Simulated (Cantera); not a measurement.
A perfectly stirred reactor is fed with CH4 : N2 = 1 : 1.3 (molar parts), at 0.0118 atm; it is held at 1675 K, and followed from long to short residence time.

Detailed kinetics in Cantera: GRI-Mech 3.0 (53 species, 325 reactions). GRI-Mech 3.0 stops at C3 and has no aromatics, soot or wall deposition, so with more carbon than oxygen in the feed, carbon stays in small species such as C2H2 where larger ones or solid carbon would form. Radical loss at walls, strong at low pressure, is not modelled.

Problem. Predict: x(CH4) at τ = 0.550 s; x(CH2) at τ = 0.550 s; x(C2H2) at τ = 0.550 s; x(HCN) at τ = 0.550 s; x(C2H4) at τ = 0.550 s; x(CH4) at τ = 12.0 ms; x(CH2) at τ = 12.0 ms; x(C2H2) at τ = 12.0 ms; x(C2H4) at τ = 12.0 ms.

Solution. 
* **x(CH4) at τ = 0.550 s**: 0.136
* **x(CH2) at τ = 0.550 s**: 1.11e-6
* **x(C2H2) at τ = 0.550 s**: 0.101
* **x(HCN) at τ = 0.550 s**: 4.32e-7
* **x(C2H4) at τ = 0.550 s**: 0.00266
* **x(CH4) at τ = 12.0 ms**: 0.429
* **x(CH2) at τ = 12.0 ms**: 2.47e-7
* **x(C2H2) at τ = 12.0 ms**: 0.000248
* **x(C2H4) at τ = 12.0 ms**: 0.00123
